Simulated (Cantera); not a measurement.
Input: 1 mol Cu2O, 1.1 mol CH4, 0.11 mol CO, equilibrated at 2100 Torr.

These are equilibrium values from Cantera (NASA tables, ideal gas, pure condensed phases), not measurements of a reactor. Candidate condensed phases: C, C6H6, C7H8, C8H18, Cu, CuO, Cu(OH)2, Cu2O, H2O; 113 gas species. Kinetics and transport are ignored. All values below are at 1448 K.

Base state: H2 0.659, CO 0.335, CH4 0.00406, H2O 0.00157, CO2 0.000336 (mole fractions); condensed: C(graphite) + Cu(l).

What changes in the equilibrium state with this change: pressure from 2100 Torr to 100 Torr?


```csv
species,before,after
H2,0.659,0.664
CO,0.335,0.335
CH4,0.00406,0.000196
H2O,0.00157,7.53e-5
Cu,1.18e-6,2.49e-5
CO2,0.000336,1.60e-5
H,4.47e-6,2.06e-5
"C(graphite), mol",0.0929,0.0996
"Cu(l), mol",2.00,2.00
```
